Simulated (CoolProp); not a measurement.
Hexamethyldisiloxane (MM) along the isobar 581 kPa: Z from the reference equation and from simpler models built on Tc = 518.7 K, pc = 1931 kPa, ω = 0.418; each cubic takes its own stable root.

Values from CoolProp's reference Helmholtz-energy equation of state, Thol 2016.

```tsv
T (K)	phase	reference	Soave-Redlich-Kwong	Peng-Robinson
234.7	liquid	0.05857	0.06428	0.05730
256.9	liquid	0.05501	0.05986	0.05329
279	liquid	0.05212	0.05631	0.05007
301.2	liquid	0.04975	0.05345	0.04746
323.4	liquid	0.04783	0.05118	0.04538
345.5	liquid	0.04631	0.04946	0.04380
367.7	liquid	0.04515	0.04825	0.04266
389.8	liquid	0.04435	0.04757	0.04201
412	liquid	0.04393	0.04751	0.04191
434.1	liquid	0.04400	0.04829	0.04256
456.3	gas	0.7989	0.8124	0.7999
478.5	gas	0.8373	0.8463	0.8342
```
